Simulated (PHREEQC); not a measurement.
Make-up at 20 °C: 0.0059 mol Na2CO3 per kg of water. Closed to the air; pH follows from the charge balance.

Model: ion-association model, wateq4f.dat, run in PHREEQC.

This is a speciation only: nothing precipitates in the calculation.

Question: Estimate the pH.

Answer: pH 11.00.

Question: In which forms is C present?

Answer: CO3-2 79 %, HCO3- 13 %, NaCO3- 7.9 % of the C.

Complexes and solids missing from the database can't appear.
